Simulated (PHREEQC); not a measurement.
0.067 g of hydrous ferric oxide (600 m²/g; 0.2 weak and 0.005 strong sites per Fe, Dzombak-Morel constants, diffuse double layer) in 1 kg of water with 0.1 mol/kgw of an inert sodium salt and 6.3e-05 mol/kgw CaCl2 and 8.5e-07 mol/kgw PbCl2, at 25 °C; the pH is set by adding NaOH or the inert anion's acid. Oxygen is held at 0.21 atm. CO2 from the air is kept out. No solid was allowed to form.

All values are PHREEQC results (ion-association model, wateq4f.dat), not measurements.

```
pH    Ca sorbed (%)  Pb sorbed (%)  surface charge σ (C/m²)  surface potential ψ (mV)
----  -------------  -------------  -----------------------  ------------------------
4               0.0           20.9                    0.321                       147
4.38            0.0           55.5                    0.286                       141
4.75            0.0           84.5                    0.244                       133
5.12            0.0           96.0                    0.201                       123
5.5             0.0           99.1                    0.159                       111
5.88            0.0           99.8                    0.122                        98
6.25            0.0          100.0                    0.092                        84
6.62            0.0          100.0                    0.067                        69
7               0.1          100.0                    0.045                        53
7.38            0.5          100.0                    0.028                        36
7.75            1.5          100.0                    0.014                        19
8.12            3.5          100.0                    0.002                         2
8.5             7.0          100.0                   -0.010                       -14
8.88           15.6          100.0                   -0.022                       -29
9.25           31.5          100.0                   -0.031                       -39
9.62           50.5          100.0                   -0.038                       -46
10             67.5          100.0                   -0.046                       -53
```

Species that the database lacks are ignored.
